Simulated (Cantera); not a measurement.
Feed: 1 mol B2H6, a varied amount of N2, 2.6 mol H2, equilibrated at 825 K and 50.0 mbar.

Method: chemical equilibrium by Gibbs-energy minimisation in Cantera with the NASA 1993 tables (ideal gas, pure condensed phases). Candidate condensed phases: B, BN; 15 gas species. The feed counts by its element totals alone. N2 is the only nitrogen source here; it is nearly inert below about 1500 K, so the nitride shown seldom forms there in practice. Rates play no part.

Task: Which condensed phases are stable at each of these points (n(N2) (mol)): 0.28, 0.38, 0.51, 0.7, 0.96, 1.3, 1.8, 2.4, 3.3, 4.6, 6.2?

Result: 
```tsv
n(N2) (mol)	condensed phases	B condensed (%)
0.28	B(s) + BN(s)	100.0
0.38	B(s) + BN(s)	100.0
0.51	B(s) + BN(s)	100.0
0.7	B(s) + BN(s)	100.0
0.96	B(s) + BN(s)	100.0
1.3	BN(s)	100.0
1.8	BN(s)	100.0
2.4	BN(s)	100.0
3.3	BN(s)	100.0
4.6	BN(s)	100.0
6.2	BN(s)	100.0
```

From 0.28 mol N2 to 0.96 mol N2 the condensed part is B(s) + BN(s). From 1.3 mol N2 to 6.2 mol N2 the condensed part is BN(s).
